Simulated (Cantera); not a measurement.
## Adiabatic ignition

An adiabatic, constant-volume homogeneous reactor starts with 13.4 % CH3OH, 18.2 % O2, 68.5 % N2, equivalence ratio 1.1, at 1450 K and 760 Torr.

Computed with Cantera and GRI-Mech 3.0 (53 species, 325 reactions). GRI-Mech 3.0 was tuned for natural gas; its chemistry of methanol as a main component is partial and can be far from experiment.

```tsv
t (s)	T (K)	P (bar)	x CH3OH	x O2	x CH2O	x CH3	x H2O	x NO
2.00e-6	1450	1.01	0.134	0.182	5.49e-6	1.51e-6	4.15e-6	<1e-12
5.03e-6	1450	1.01	0.133	0.182	1.57e-5	3.35e-6	1.07e-5	<1e-12
1.26e-5	1450	1.01	0.133	0.182	4.46e-5	6.18e-6	2.77e-5	<1e-12
3.17e-5	1450	1.01	0.133	0.181	0.000135	7.59e-6	7.64e-5	<1e-12
7.97e-5	1450	1.01	0.133	0.181	0.000524	5.66e-6	0.000296	<1e-12
0.000200	1459	1.02	0.128	0.179	0.00431	3.29e-6	0.00293	<1e-12
0.000503	2894	2.30	<1e-12	0.0193	1.56e-9	<1e-12	0.187	0.00318
0.00126	2884	2.29	<1e-12	0.0172	1.60e-9	<1e-12	0.188	0.00943
0.00318	2883	2.29	<1e-12	0.0170	1.61e-9	<1e-12	0.188	0.0102
0.00799	2883	2.29	<1e-12	0.0170	1.61e-9	<1e-12	0.188	0.0102
0.0201	2883	2.29	<1e-12	0.0170	1.61e-9	<1e-12	0.188	0.0102
0.0504	2883	2.29	<1e-12	0.0170	1.61e-9	<1e-12	0.188	0.0102
0.127	2883	2.29	<1e-12	0.0170	1.61e-9	<1e-12	0.188	0.0102
0.318	2883	2.29	<1e-12	0.0170	1.61e-9	<1e-12	0.188	0.0102
0.800	2883	2.29	<1e-12	0.0170	1.61e-9	<1e-12	0.188	0.0102
```
x: mole fraction; the columns are a selection and need not sum to one.

```yaml
time_of_steepest_temperature_rise: 0.324 ms
temperature at 0.800 s: 2883 K
equilibrium_temperature: 2883 K
x(CH3OH) at 0.800 s: <1e-12 (gas-phase equilibrium <1e-12)
x(O2) at 0.800 s: 0.0170 (gas-phase equilibrium 0.0170)
x(CH2O) at 0.800 s: 1.61e-9 (gas-phase equilibrium 1.61e-9)
```
